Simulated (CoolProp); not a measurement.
CF4 (R14) along the isobar 6.1 MPa: Z from the reference equation and from simpler models built on Tc = -45.8 °C, pc = 3.762 MPa, ω = 0.178; each cubic takes its own stable root.

The numbers come from the reference Helmholtz-energy equation of state, Platzer 1990 in CoolProp. This equation is an older, rougher fit; its heat capacities, sound speeds and derivatives of the liquid may be far off and weren't checked against measurements.

| T (°C) | phase | reference | van der Waals | Peng-Robinson |
|---|---|---|---|---|
| -123.05 | liquid | 0.2689 | 0.3992 | 0.2420 |
| -96.35 | liquid | 0.2508 | … | 0.2277 |
| -69.65 | liquid | … | 0.3551 | 0.2322 |
| -42.95 | supercritical | 0.2776 | … | 0.2831 |
| -16.15 | supercritical | … | … | 0.5376 |
| 10.55 | supercritical | 0.7281 | 0.6610 | … |
| 37.25 | supercritical | 0.8202 | 0.7597 | 0.8066 |
| 63.95 | supercritical | 0.8777 | 0.8206 | 0.8659 |
| 90.75 | supercritical | 0.9172 | 0.8624 | 0.9066 |
| 117.45 | supercritical | 0.9457 | 0.8926 | 0.9355 |
| 144.15 | supercritical | 0.9670 | 0.9153 | 0.9568 |
| 170.85 | supercritical | 0.9834 | 0.9329 | 0.9728 |
| 197.65 | supercritical | 0.9962 | 0.9468 | 0.9850 |

Task: Fill in the missing entries.

Result: 
- -96.35, van der Waals: 0.3671
- -69.65, reference: 0.2475
- -42.95, van der Waals: 0.3717
- -16.15, reference: 0.5436
- -16.15, van der Waals: 0.4812
- 10.55, Peng-Robinson: 0.7129
